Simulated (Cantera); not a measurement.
A freely propagating, adiabatic, planar premixed flame of CH₄ : C₂H₆ : O₂ : N₂ = 1 : 0.18 : 2.19 : 8.24 (molar parts), equivalence ratio 1.2, unburnt at 425 K and 5.00 bar; mixture-averaged transport, grid criteria slope 0.08 and curve 0.16, no radiation.

Detailed kinetics in Cantera: GRI-Mech 3.0 (53 species, 325 reactions). Burning velocities carry a grid error of a few per cent, more on coarse grids.

Task: Predict: laminar burning velocity; thermal thickness; peak x(CH₂O); peak x(HO₂).

Result: 
```
Quantity                     Result
------------------------  ---------
laminar burning velocity  35.5 cm/s
thermal thickness          0.127 mm
peak x(CH₂O)                0.00161
peak x(HO₂)                0.000247
```
